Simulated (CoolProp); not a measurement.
Saturation properties of methanol.

Model: reference Helmholtz-energy equation of state, de Reuck 1993, in CoolProp.

```json
[
 {"T (°C)": "-27.55", "p (kPa)": "0.5745", "vapour density (kg/m³)": "0.009068", "liquid viscosity (µPa s)": "1350", "vapour viscosity (µPa s)": "7.97"},
 {"T (°C)": "-16.45", "p (kPa)": "1.335", "vapour density (kg/m³)": "0.02021", "liquid viscosity (µPa s)": "1080", "vapour viscosity (µPa s)": "8.32"},
 {"T (°C)": "-5.35", "p (kPa)": "2.873", "vapour density (kg/m³)": "0.04183", "liquid viscosity (µPa s)": "884", "vapour viscosity (µPa s)": "8.67"},
 {"T (°C)": "5.85", "p (kPa)": "5.817", "vapour density (kg/m³)": "0.08163", "liquid viscosity (µPa s)": "730", "vapour viscosity (µPa s)": "9.02"},
 {"T (°C)": "16.95", "p (kPa)": "11.03", "vapour density (kg/m³)": "0.1496", "liquid viscosity (µPa s)": "613", "vapour viscosity (µPa s)": "9.37"},
 {"T (°C)": "28.05", "p (kPa)": "19.86", "vapour density (kg/m³)": "0.2609", "liquid viscosity (µPa s)": "520", "vapour viscosity (µPa s)": "9.72"},
 {"T (°C)": "39.25", "p (kPa)": "34.30", "vapour density (kg/m³)": "0.4374", "liquid viscosity (µPa s)": "446", "vapour viscosity (µPa s)": "10.1"},
 {"T (°C)": "50.35", "p (kPa)": "56.54", "vapour density (kg/m³)": "0.7020", "liquid viscosity (µPa s)": "386", "vapour viscosity (µPa s)": "10.4"},
 {"T (°C)": "61.45", "p (kPa)": "89.82", "vapour density (kg/m³)": "1.089", "liquid viscosity (µPa s)": "338", "vapour viscosity (µPa s)": "10.7"},
 {"T (°C)": "72.65", "p (kPa)": "138.6", "vapour density (kg/m³)": "1.644", "liquid viscosity (µPa s)": "297", "vapour viscosity (µPa s)": "11.1"},
 {"T (°C)": "83.75", "p (kPa)": "206.6", "vapour density (kg/m³)": "2.409", "liquid viscosity (µPa s)": "263", "vapour viscosity (µPa s)": "11.4"},
 {"T (°C)": "94.85", "p (kPa)": "300.0", "vapour density (kg/m³)": "3.447", "liquid viscosity (µPa s)": "235", "vapour viscosity (µPa s)": "11.7"},
 {"T (°C)": "105.95", "p (kPa)": "425.2", "vapour density (kg/m³)": "4.834", "liquid viscosity (µPa s)": "210", "vapour viscosity (µPa s)": "12.0"},
 {"T (°C)": "117.15", "p (kPa)": "591.2", "vapour density (kg/m³)": "6.681", "liquid viscosity (µPa s)": "188", "vapour viscosity (µPa s)": "12.3"},
 {"T (°C)": "128.25", "p (kPa)": "803.4", "vapour density (kg/m³)": "9.071", "liquid viscosity (µPa s)": "169", "vapour viscosity (µPa s)": "12.5"}
]
```

It boils at 64.5 °C under 1 atm.

Viscosity comes from a separate model (Xiang 2006).
